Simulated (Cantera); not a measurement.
## Thermodynamics of hydrogen reduction and annealing atmospheres, feed PbO + H2 + H2O

A closed system holds: 1 mol PbO, 980 mol H2, 2.9 mol H2O, at 13.3 mbar.

These are equilibrium values from Cantera (NASA tables, ideal gas, pure condensed phases), not measurements of a reactor. Candidate condensed phases: H2O, Pb, PbO, PbO2, Pb3O4; 12 gas species. Kinetics and transport are ignored.

| T (°C) | x H2 | x H2O | x Pb | x H | n Pb(l) |
|---|---|---|---|---|---|
| 677 | 0.996 | 0.00397 | 0.000377 | 4.81e-9 | 0.629 |
| 727 | 0.995 | 0.00396 | 0.00102 | 1.96e-8 | 0 |
| 777 | 0.995 | 0.00396 | 0.00102 | 7.01e-8 | 0 |
| 827 | 0.995 | 0.00396 | 0.00102 | 2.23e-7 | 0 |
| 877 | 0.995 | 0.00396 | 0.00102 | 6.45e-7 | 0 |
| 927 | 0.995 | 0.00396 | 0.00102 | 1.70e-6 | 0 |
| 977 | 0.995 | 0.00396 | 0.00102 | 4.18e-6 | 0 |
| 1027 | 0.995 | 0.00396 | 0.00102 | 9.56e-6 | 0 |
| 1077 | 0.995 | 0.00396 | 0.00102 | 2.06e-5 | 0 |
| 1127 | 0.995 | 0.00396 | 0.00102 | 4.20e-5 | 0 |
x: gas mole fraction; n: condensed amount in mol.

At 677 °C the condensed part is Pb(l). From 727 °C to 1127 °C nothing is condensed. The main Pb-bearing gas is Pb throughout.
